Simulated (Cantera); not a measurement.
# Equilibrium for carbon deposition, reforming and gasification: CH4 + O2

Charge: 1 mol CH4, 0.0087 mol O2, equilibrated at 550 K and 0.133 bar.

Method: chemical equilibrium by Gibbs-energy minimisation in Cantera with the NASA 1993 tables (ideal gas, pure condensed phases). Candidate condensed phases: C, C6H6, C7H8, C8H18, H2O; 110 gas species. Equilibrium is a limit: real reactors are often held back by kinetics, nucleation or transport.

```json
{
  "x(CH4)": "0.860",
  "x(H2)": "0.123",
  "x(H2O)": "0.0161",
  "x(CO2)": "3.12e-5",
  "x(CO)": "4.15e-6",
  "x(C2H6)": "1.00e-6",
  "n(C(graphite))": "0.0750 mol",
  "gas_amount": "1.075 mol"
}
```
